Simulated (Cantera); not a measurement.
A closed system holds: 1 mol B2O3, 6.5 mol O2, held at 1227 °C.

These are equilibrium values from Cantera (NASA tables, ideal gas, pure condensed phases), not measurements of a reactor. Candidate condensed phases: B, B2O3; 10 gas species. The numbers say what is thermodynamically allowed, not how fast it happens.

Question: What share of the B ends up in condensed phases as a function of P (Pa), at 10, 32, 100, 320, 1000, 3200, 10000, 32000, 100000?

Answer: 
```tsv
P (Pa)	B condensed (%)	as
10	0.0	-
32	51.0	B2O3(l)
100	84.9	B2O3(l)
320	95.3	B2O3(l)
1000	98.5	B2O3(l)
3200	99.5	B2O3(l)
10000	99.8	B2O3(l)
32000	99.9	B2O3(l)
100000	100.0	B2O3(l)
```
